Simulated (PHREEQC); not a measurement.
Reverse-osmosis permeate

Model water analysis in mmol/kgw, 25 °C, pH 5.86, pe 10.2: Na 0.0258; K 0.000545; Ca 0.016; Mg 0.0615; Cl 0.123; S(6) 0.00848; Alkalinity (meq/kgw) 0.0424; Zn 0.00173; B 5.24e-05; Li 0.000596; Cu(2) 2.83e-05.

Valence states are taken as typed.

All values are PHREEQC results (ion-association model, phreeqc.dat), not measurements.

Precipitation was switched off in this run.

Question: Predict the charge-balance error.

Answer: charge-balance error 0.8 %.

Question: In which forms is Cu present?

Answer: Cu+2 96 %, CuHCO3+ 1.9 %, Cu(OH)2 1.0 %, CuCO3 0.7 %, CuOH+ 0.7 % of the Cu.

Species that the database lacks are ignored.
